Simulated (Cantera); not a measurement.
Adiabatic ignition

An adiabatic, constant-volume homogeneous reactor starts with 12.8 % CH4, 1.12 % C2H6, 17.4 % O2, 65.1 % N2, 3.70 % H2O, at 1100 K and 5.00 bar.

Cantera simulation using GRI-Mech 3.0 (53 species, 325 reactions); the numbers are that mechanism's predictions, not measurements.

```csv
t (s),T (K),P (bar),x CH4,x C2H6,x O2,x H2O,x CH2CO,x O,x OH
2.00e-6,1100,5.00,0.128,0.0112,0.174,0.0370,<1e-12,<1e-12,<1e-12
4.86e-6,1100,5.00,0.128,0.0112,0.174,0.0370,<1e-12,<1e-12,2.02e-12
1.18e-5,1100,5.00,0.128,0.0112,0.174,0.0370,<1e-12,1.09e-12,4.77e-12
2.87e-5,1100,5.00,0.128,0.0112,0.174,0.0370,<1e-12,2.51e-12,1.13e-11
6.97e-5,1100,5.00,0.128,0.0112,0.174,0.0370,<1e-12,5.60e-12,2.64e-11
0.000169,1100,5.00,0.128,0.0112,0.174,0.0370,<1e-12,1.21e-11,6.62e-11
0.000412,1100,5.00,0.128,0.0112,0.174,0.0370,4.50e-12,3.08e-11,2.25e-10
0.00100,1100,5.00,0.128,0.0112,0.174,0.0370,2.30e-10,1.78e-10,1.50e-9
0.00243,1101,5.01,0.127,0.0111,0.173,0.0372,5.59e-8,2.17e-9,1.80e-8
0.00590,1152,5.25,0.121,0.00910,0.166,0.0446,3.51e-5,6.99e-8,6.15e-7
0.0143,2666,13.7,2.32e-10,<1e-12,3.27e-5,0.178,<1e-12,4.84e-5,0.00182
0.0349,2666,13.7,2.32e-10,<1e-12,3.27e-5,0.178,<1e-12,4.84e-5,0.00182
0.0847,2666,13.7,2.32e-10,<1e-12,3.27e-5,0.178,<1e-12,4.84e-5,0.00182
0.206,2666,13.7,2.32e-10,<1e-12,3.27e-5,0.178,<1e-12,4.84e-5,0.00182
0.500,2666,13.7,2.32e-10,<1e-12,3.27e-5,0.178,<1e-12,4.84e-5,0.00182
```
x: mole fraction; the columns are a selection and need not sum to one.

```
Item                                                                   Value
---------------------------------  -----------------------------------------
time of steepest temperature rise                                    6.47 ms
temperature at 0.500 s                                                2666 K
equilibrium temperature                                               2666 K
x(CH4) at 0.500 s                  2.32e-10 (gas-phase equilibrium 2.62e-10)
x(C2H6) at 0.500 s                     <1e-12 (gas-phase equilibrium <1e-12)
x(O2) at 0.500 s                     3.27e-5 (gas-phase equilibrium 3.27e-5)
```
